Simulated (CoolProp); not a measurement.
A simple Rankine cycle with n-perfluorobutane: condensing at 329.15 K, boiler at 1.92 MPa, turbine inlet 382.2 K, turbine efficiency 0.65, pump efficiency 0.6, no recuperator. Each further row changes one setting.

Values from CoolProp's reference Helmholtz-energy equation of state, Gao 2022.

```csv
case,thermal efficiency (%),net work (kJ/kg),heat in (kJ/kg),turbine exit temperature (K),volume ratio over the turbine
as stated,___,5.18,108,358.0,___
turbine inlet 402.2 K,4.7,6.22,132,382.1,3.59
condensing temperature 321.15 K,5.6,___,117,___,5.25
boiler pressure 1.34 MPa,3.6,___,118,369.9,2.32
turbine efficiency 0.55,3.8,___,108,359.1,4.18
```

Task: Complete the blanks.

Result: 
- as stated, thermal efficiency (%): 4.8
- as stated, volume ratio over the turbine: 4.16
- condensing temperature 321.15 K, net work (kJ/kg): 6.55
- condensing temperature 321.15 K, turbine exit temperature (K): 355.1
- boiler pressure 1.34 MPa, net work (kJ/kg): 4.23
- turbine efficiency 0.55, net work (kJ/kg): 4.14
